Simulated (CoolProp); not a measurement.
Computed with CoolProp (reference Helmholtz-energy equation of state, Zhou 2011).

### Question
For dimethyl carbonate, give the phase and the Z, speed of sound (m/s) at 414.9 K and 736 kPa; 414.9 K and 982 kPa.

### Answer
- 414.9 K and 736 kPa: liquid; Z 0.0214, speed of sound 755
- 414.9 K and 982 kPa: liquid; Z 0.0286, speed of sound 757
